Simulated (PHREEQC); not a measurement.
Consider water at 25 °C with 15 mmol/kgw CuSO4 and 0.15 mmol/kgw FeCl3. Closed to the air; pH follows from the charge balance.

Model: ion-association model, phreeqc.dat, run in PHREEQC.

This is a speciation only: nothing precipitates in the calculation.

Task: Predict the pH, specific conductance.

Result: pH 3.94; specific conductance 2160 µS/cm.

Task: In which forms is Fe present?

Result: Fe(OH)2+ 50 %, FeOH+2 30 %, FeSO4+ 17 %, Fe(SO4)2- 1.8 %, Fe+3 1.0 % of the Fe.

The solution is supersaturated, for example in Fe(OH)3(a), Hematite (slow to form), so a real one may precipitate; this is no full list.
